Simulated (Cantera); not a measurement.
A closed system holds: 1 mol C2F6, 0.04 mol HCl, equilibrated at 1525 °C and 59.0 Pa.

Cantera equilibrium calculation (NASA polynomials, part measured and part estimated; ideal gas, pure solids and liquids). Candidate condensed phases: C, C6H6, C7H8, C8H18; 118 gas species. The feed counts by its element totals alone. Gases not in the tables: C2F6 and larger saturated fluorocarbons. Kinetics and transport are ignored.

Base state: CF4 0.849, CF2 0.0655, F 0.0337, HF 0.0240, Cl 0.0239, CF3 0.00360, CF 5.13e-5, CClF3 3.38e-5 (mole fractions); condensed: C(graphite).

Q: What changes in the equilibrium state with this change: temperature from 1525 °C to 1575 °C?

A: 
```tsv
species	before	after
CF4	0.849	0.786
CF2	0.0655	0.104
F	0.0337	0.0586
HF	0.0240	0.0230
Cl	0.0239	0.0230
CF	5.13e-5	0.000120
CF3	0.00360	0.00511
CClF3	3.38e-5	2.42e-5
C(graphite), mol	0.468	0.443
```
